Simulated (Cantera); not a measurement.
Charge: 1 mol AlCl3, 2.5 mol O2, 350 mol H2, at 10000 Pa.

Equilibrium computed with Cantera from the NASA thermochemical tables; the gas is ideal and each condensed phase is pure. Candidate condensed phases: Al, AlCl3, Al2O3, H2O; 29 gas species. The tables' values for AlOH are old estimates; treat these amounts as uncertain. Rates play no part. All values below are at 2150 K.

Base state: H2 0.968, H 0.0131, H2O 0.0102, HCl 0.00816, AlCl 0.000229, Cl 8.09e-5, OH 1.79e-5, AlOH 1.45e-5 (mole fractions); condensed: Al2O3(s).

Task: What changes in the equilibrium state with this change: O2 from 2.5 to 0.2 mol?

Result: 
```tsv
species	before	after
H2	0.968	0.977
H	0.0131	0.0132
HCl	0.00816	0.00580
H2O	0.0102	0.00107
AlCl	0.000229	0.00258
Al2O	9.96e-7	2.61e-5
Al	8.91e-6	0.000142
OH	1.79e-5	1.87e-6
Al2O3(s), mol	0.454	0
```
The tables' values for AlOH, AlCl2 are old estimates; treat these amounts as uncertain.
